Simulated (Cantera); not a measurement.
# Aluminium and copper etching: Al + HCl + H2

Feed: 1 mol Al, a varied amount of HCl, 0.41 mol H2, equilibrated at 450 K and 0.000100 bar.

Cantera equilibrium calculation (NASA polynomials, part measured and part estimated; ideal gas, pure solids and liquids). Candidate condensed phases: Al, AlCl3; 12 gas species. Equilibrium is a limit: real reactors are often held back by kinetics, nucleation or transport.

```csv
n(HCl) (mol),x H2,x HCl,x Al2Cl6,x AlCl3,x AlCl2,n Al(s)
1.3,0.823,3.13e-11,0.159,0.0176,1.32e-9,0.567
1.5,0.815,3.14e-11,0.167,0.0180,1.34e-9,0.500
1.8,0.806,3.15e-11,0.175,0.0185,1.36e-9,0.400
2.1,0.799,3.15e-11,0.182,0.0188,1.38e-9,0.300
2.4,0.793,3.16e-11,0.188,0.0191,1.39e-9,0.200
2.8,0.787,3.16e-11,0.193,0.0194,1.41e-9,0.0667
3.2,0.725,0.0759,0.180,0.0187,<1e-12,0
3.8,0.590,0.247,0.146,0.0169,<1e-12,0
4.4,0.497,0.365,0.123,0.0154,<1e-12,0
5.1,0.421,0.462,0.103,0.0142,<1e-12,0
5.9,0.357,0.543,0.0870,0.0130,<1e-12,0
6.8,0.306,0.608,0.0740,0.0120,<1e-12,0
7.9,0.260,0.667,0.0625,0.0110,<1e-12,0
```
x: gas mole fraction; n: condensed amount in mol.

From 1.3 mol HCl to 2.8 mol HCl the condensed part is Al(s). From 3.2 mol HCl to 7.9 mol HCl nothing is condensed. The main Al-bearing gas is Al2Cl6 throughout.
